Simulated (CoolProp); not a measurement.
A simple Rankine cycle with R245fa: condensing at 307.15 K, boiler at 0.976 MPa, turbine inlet 366.9 K, turbine efficiency 0.8, pump efficiency 0.8, no recuperator. Each further row changes one setting.

The numbers come from the reference Helmholtz-energy equation of state, Akasaka 2015 in CoolProp.

```tsv
case	thermal efficiency (%)	net work (kJ/kg)	heat in (kJ/kg)	turbine exit temperature (K)	volume ratio over the turbine
as stated	…	23.0	229	328.9	5.00
turbine inlet 386.9 K	9.9	25.1	253	350.5	4.86
condensing temperature 299.15 K	11.3	…	240	…	…
boiler pressure 0.683 MPa	8.0	18.8	236	339.6	3.36
turbine efficiency 0.7	…	20.0	229	332.0	5.05
```

**Question.** What belongs in the gaps?

**Answer.** 
- as stated, thermal efficiency (%): 10.0
- condensing temperature 299.15 K, net work (kJ/kg): 27.2
- condensing temperature 299.15 K, turbine exit temperature (K): 323.2
- condensing temperature 299.15 K, volume ratio over the turbine: 6.60
- turbine efficiency 0.7, thermal efficiency (%): 8.7
